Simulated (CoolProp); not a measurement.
A single-stage vapour-compression cycle with the fluid: evaporating at 211.15 K (dew point), condensing at 252.15 K (bubble point), superheat 10 K, subcooling 2 K, compressor efficiency 0.65, no pressure losses. The same conditions are run with several fluids, on thermodynamics alone (safety and materials aside).

The numbers come from the reference Helmholtz-energy equation of state of each fluid (carbonyl sulfide: Lemmon 2006; R13: Platzer 1990; ethylene: Smukala 2000; R507A: Lemmon 2003; R410A: Lemmon 2003; chlorine: Thol 2021) in CoolProp. The equations of Platzer and Polt are older, rougher fits. Blends and air are pseudo-pure fits.

```
fluid             cooling COP  pressure ratio  discharge temperature (K)  refrigerating effect (kJ/kg)  volumetric capacity (kJ/m³)
----------------  -----------  --------------  -------------------------  ----------------------------  ---------------------------
carbonyl sulfide         2.80            5.83                      367.5                             …                            …
R13                      2.66            4.31                      297.2                           107                         1670
ethylene                 2.46            3.51                      320.2                           314                         3780
R507A                    2.83               …                      298.7                             …                            …
R410A                    2.80            6.75                      332.3                           235                            …
chlorine                    …            7.10                      429.3                           270                            …
```

Task: Complete the blanks.

Result: 
- carbonyl sulfide, refrigerating effect (kJ/kg): 276
- carbonyl sulfide, volumetric capacity (kJ/m³): 519
- R507A, pressure ratio: 6.64
- R507A, refrigerating effect (kJ/kg): 165
- R507A, volumetric capacity (kJ/m³): 414
- R410A, volumetric capacity (kJ/m³): 544
- chlorine, cooling COP: 2.70
- chlorine, volumetric capacity (kJ/m³): 257
